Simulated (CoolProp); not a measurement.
A closed Brayton cycle with nitrogen: compressor inlet 306.15 K and 2.5 MPa, high pressure 8.36 MPa, turbine inlet 865 K, compressor efficiency 0.8, turbine efficiency 0.85, recuperator effectiveness 0.8 (on enthalpy, no pinch check). Each further row changes one setting.

Computed with CoolProp (reference Helmholtz-energy equation of state, Span 2000).

```
case                           thermal efficiency (%)  net work (kJ/kg)  compressor to turbine work  compressor exit (K)  turbine exit (K)
-----------------------------  ----------------------  ----------------  --------------------------  -------------------  ----------------
as stated                                        23.1              63.5                        0.72                464.5             662.4
turbine inlet 815 K                              19.8              50.0                        0.77                464.5             622.4
compressor inlet 316.15 K                        21.3              57.8                        0.75                479.5             662.4
high pressure 7.11 MPa                           24.2              62.7                        0.69                440.0             686.4
recuperator effectiveness 0.5                    18.7              63.5                        0.72                464.5             662.4
```
